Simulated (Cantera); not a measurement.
Feed: 1 mol B2O3, 82 mol H2, 0.68 mol N2, 0.055 mol O2, at 1523 K and 97.5 Torr.

Equilibrium computed with Cantera from the NASA thermochemical tables; the gas is ideal and each condensed phase is pure. Candidate condensed phases: B, BN, B2O3, B3O3H3, H2O; 39 gas species. Gases not in the tables: H3BO3. Kinetics and transport are ignored.

Question: What is the equilibrium state?

Answer: x(H2): 0.986
x(N2): 0.00820
x(HBO2): 0.00251
x(HBO): 0.00167
x(H2O): 0.000934
x(B2O3): 0.000265
x(H): 6.37e-5
x(B2O2): 1.97e-5
x(B3O3H3): 5.62e-6
n(B2O3(l)): 0.802 mol
gas amount: 82.88 mol
log10 activity of B(s) (absent): -2.63
log10 activity of B3O3H3(s) (absent): -10.10
